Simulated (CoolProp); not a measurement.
A closed Brayton cycle with carbon dioxide: compressor inlet 317.15 K and 9.3 MPa, high pressure 31.3 MPa, turbine inlet 940 K, compressor efficiency 0.8, turbine efficiency 0.85, recuperator effectiveness 0.8 (on enthalpy, no pinch check). Each further row changes one setting.

Values from CoolProp's reference Helmholtz-energy equation of state, Span 1996.

```csv
case,thermal efficiency (%),net work (kJ/kg),compressor to turbine work,compressor exit (K),turbine exit (K)
as stated,32.0,121,0.30,389.0,791.7
turbine inlet 890 K,31.0,110,0.32,389.0,746.6
compressor inlet 327.15 K,30.3,105,…,424.3,791.7
high pressure 26.6 MPa,30.3,109,…,378.7,…
recuperator effectiveness 0.5,23.2,121,0.30,389.0,791.7
```

Task: What belongs in the gaps?

Result: 
- compressor inlet 327.15 K, compressor to turbine work: 0.39
- high pressure 26.6 MPa, compressor to turbine work: 0.28
- high pressure 26.6 MPa, turbine exit (K): 810.8
